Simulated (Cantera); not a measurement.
# Hydrogen reduction and annealing atmospheres: V₂O₅ + H₂

A closed system holds: 1 mol V₂O₅, 270 mol H₂, held at 750 Torr.

Method: chemical equilibrium by Gibbs-energy minimisation in Cantera with the NASA 1993 tables (ideal gas, pure condensed phases). Candidate condensed phases: H₂O, V, VO, V₂O₃, V₂O₄, V₂O₅; 12 gas species. VO: taken at fixed stoichiometry. Kinetics and transport are ignored.

From 1677 °C to 1777 °C the condensed part is VO(s). From 1802 °C to 1852 °C the condensed part is VO(l). The main V-bearing gas is VO₂ throughout.

| T (°C) | log p H₂ | log p H₂O | log p H | log p VO₂ | n VO(s) | n VO(l) |
|---|---|---|---|---|---|---|
| 1677 | -0.01 | -1.95 | -2.94 | -5.57 | 2.00 | 0 |
| 1702 | -0.01 | -1.95 | -2.87 | -5.43 | 2.00 | 0 |
| 1727 | -0.01 | -1.95 | -2.79 | -5.30 | 2.00 | 0 |
| 1752 | -0.01 | -1.96 | -2.72 | -5.16 | 2.00 | 0 |
| 1777 | -0.01 | -1.96 | -2.65 | -5.04 | 2.00 | 0 |
| 1802 | -0.01 | -1.96 | -2.58 | -4.92 | 0 | 2.00 |
| 1827 | -0.01 | -1.96 | -2.51 | -4.82 | 0 | 1.99 |
| 1852 | -0.01 | -1.96 | -2.44 | -4.71 | 0 | 1.99 |
log p: log10 of the partial pressure in bar; n: condensed amount in mol.
